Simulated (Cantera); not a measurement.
Input: 1 mol CF4, 0.25 mol H2, held at 1.70 Pa.

These are equilibrium values from Cantera (NASA tables, ideal gas, pure condensed phases), not measurements of a reactor. Candidate condensed phases: C, C6H6, C7H8, C8H18; 95 gas species. Condensed phases not in the tables: fluorocarbon polymer. Gases not in the tables: C2F6 and larger saturated fluorocarbons. Equilibrium is a limit: real reactors are often held back by kinetics, nucleation or transport.

x: gas mole fraction; n: condensed amount in mol.

```csv
T (K),x CF4,x HF,x CF2,x F,x CF3,n C(graphite)
700,0.636,0.364,<1e-12,<1e-12,<1e-12,0.125
775,0.636,0.364,5.27e-12,<1e-12,?,0.125
850,0.636,0.364,2.57e-10,2.56e-11,?,0.125
925,0.636,0.364,6.63e-9,9.56e-10,?,0.125
1000,0.636,0.364,1.05e-7,2.08e-8,?,0.125
1075,0.636,0.364,1.12e-6,2.94e-7,?,0.125
1150,0.636,0.364,8.76e-6,2.95e-6,?,0.125
1225,0.636,0.364,5.32e-5,2.24e-5,?,0.125
1300,0.636,0.364,0.000261,0.000134,?,0.125
1375,0.635,0.363,0.00107,0.000662,?,0.124
1450,0.631,0.362,0.00380,0.00277,?,0.123
1525,0.619,0.359,0.0118,0.0100,?,0.120
```

Problem. Fill in the missing entries.

Solution. 
- 775, x CF3: 1.28e-11
- 850, x CF3: 2.94e-10
- 925, x CF3: 4.05e-9
- 1000, x CF3: 3.77e-8
- 1075, x CF3: 2.56e-7
- 1150, x CF3: 1.35e-6
- 1225, x CF3: 5.82e-6
- 1300, x CF3: 2.11e-5
- 1375, x CF3: 6.64e-5
- 1450, x CF3: 0.000185
- 1525, x CF3: 0.000459
